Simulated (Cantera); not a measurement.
Charge: 1 mol Al, 5.2 mol Cl2, 0.18 mol H2, equilibrated at 802 °C and 380 Pa.

Cantera equilibrium calculation (NASA polynomials, part measured and part estimated; ideal gas, pure solids and liquids). Candidate condensed phases: Al, AlCl3; 12 gas species. Rates play no part.

Base state: Cl2 0.708, AlCl3 0.203, HCl 0.0732, Cl 0.0151 (mole fractions); condensed: gas only.

Question: What changes in the equilibrium state with this change: pressure from 380 Pa to 18000 Pa?

Answer: 
```csv
species,before,after
Cl2,0.708,0.720
AlCl3,0.203,0.204
HCl,0.0732,0.0737
Cl,0.0151,0.00221
Al2Cl6,5.98e-6,0.000286
```
